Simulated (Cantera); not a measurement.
Standard-state values (1 bar) from the NASA 1993 polynomials, evaluated with Cantera. Values are per mole of reaction as written; species without (g) are pure solids or liquids, kept so even where they would boil at 1 bar.

2 MgO + 2 I2(g) = O2(g) + 2 MgI2, with ΔH° = 343.8 kJ and ΔS° = -110.5 J/K at 300 K.

Q: How far is the shortcut ΔG° ≈ ΔH°(300 K) − T·ΔS°(300 K) from the full temperature-dependent value at 848, 898, 948, 998, 1048, 1098, 1148, 1198, 1248, 1298, 1348 K?

A: 
| T (K) | shortcut (kJ) | full (kJ) | difference (kJ) | difference in log10 K | condensed phases |
|---|---|---|---|---|---|
| 848 | 437.5 | 428.2 | 9.4 | -0.58 | MgO(s), MgI2(s) |
| 898 | 443.1 | 432.2 | 10.9 | -0.63 | MgO(s), MgI2(s) |
| 948 | 448.6 | 433.4 | 15.2 | -0.84 | MgO(s), MgI2(l) |
| 998 | 454.1 | 433.9 | 20.2 | -1.06 | MgO(s), MgI2(l) |
| 1048 | 459.6 | 434.3 | 25.4 | -1.26 | MgO(s), MgI2(l) |
| 1098 | 465.2 | 434.5 | 30.7 | -1.46 | MgO(s), MgI2(l) |
| 1148 | 470.7 | 434.6 | 36.1 | -1.64 | MgO(s), MgI2(l) |
| 1198 | 476.2 | 434.6 | 41.6 | -1.82 | MgO(s), MgI2(l) |
| 1248 | 481.7 | 434.4 | 47.3 | -1.98 | MgO(s), MgI2(l) |
| 1298 | 487.3 | 434.2 | 53.1 | -2.14 | MgO(s), MgI2(l) |
| 1348 | 492.8 | 433.9 | 58.9 | -2.28 | MgO(s), MgI2(l) |
The shortcut ignores heat capacities and the phase changes listed.
